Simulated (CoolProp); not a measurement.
Nitrogen along the isotherm 233.3 K: fugacity coefficient from the reference equation and from simpler models built on Tc = 126.2 K, pc = 3.396 MPa, ω = 0.037; each cubic takes its own stable root.

Model: reference Helmholtz-energy equation of state, Span 2000, in CoolProp.

```
p (MPa)          phase  reference
-------  -------------  ---------
0.849              gas     0.9906
1.7                gas     0.9816
2.55               gas     0.9728
3.4      supercritical     0.9644
4.24     supercritical     0.9565
5.09     supercritical     0.9488
5.94     supercritical     0.9415
6.79     supercritical     0.9345
7.64     supercritical     0.9280
8.49     supercritical     0.9218
```

Question: How far does each simpler model (van der Waals, Redlich-Kwong) lie from the reference over these 10 states: mean and median of the absolute difference, and the worst?

Answer: 
- van der Waals: mean 2.6 %, median 2.6 %, worst -4.7 % at 233.3 K and 8.49 MPa
- Redlich-Kwong: mean 0.8 %, median 0.9 %, worst -1.4 % at 233.3 K and 8.49 MPa
